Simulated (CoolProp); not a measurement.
A single-stage vapour-compression cycle with carbonyl sulfide: evaporating at 205.15 K (dew point), condensing at 262.15 K (bubble point), superheat 0 K, subcooling 2 K, compressor efficiency 0.8, no pressure losses. Each further row changes one setting.

Computed with CoolProp (reference Helmholtz-energy equation of state, Lemmon 2006). It is a short technical equation, of lower accuracy than the large ones.

```tsv
case	cooling COP	pressure ratio	discharge temperature (K)	refrigerating effect (kJ/kg)	volumetric capacity (kJ/m³)
as stated	2.30	11.3	372.5	254	372
evaporating temperature 210.15 K	2.64	…	358.3	…	…
condensing temperature 257.15 K	…	…	359.4	261	381
subcooling 7 K	2.35	11.3	372.5	261	381
superheat 10 K	…	11.3	…	261	362
compressor efficiency 0.7	2.01	11.3	393.0	254	372
```

Problem. Complete the blanks.

Solution. 
- evaporating temperature 210.15 K, pressure ratio: 8.61
- evaporating temperature 210.15 K, refrigerating effect (kJ/kg): 257
- evaporating temperature 210.15 K, volumetric capacity (kJ/m³): 483
- condensing temperature 257.15 K, cooling COP: 2.57
- condensing temperature 257.15 K, pressure ratio: 9.58
- superheat 10 K, cooling COP: 2.25
- superheat 10 K, discharge temperature (K): 387.2
